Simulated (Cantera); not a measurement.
**Equilibrium for silicon epitaxy and polysilicon growth: Si2H6 + Cl2 + H2**

A closed system holds: 1 mol Si2H6, 0.011 mol Cl2, 5.4 mol H2, held at 1750 K and 210 Pa.

These are equilibrium values from Cantera (NASA tables, ideal gas, pure condensed phases), not measurements of a reactor. Candidate condensed phases: Si; 19 gas species. The feed counts by its element totals alone. Gases not in the tables: Si2H6 and higher silanes. Kinetics and transport are ignored.

x(H2): 0.992
x(H): 0.00505
x(HCl): 0.00254
x(Si): 0.000715
x(SiH): 4.32e-5
x(SiCl2): 2.17e-5
x(SiH2): 2.07e-5
x(Cl): 1.00e-5
x(SiCl): 9.83e-6
n(Si(l)): 1.99 mol
gas amount: 8.439 mol
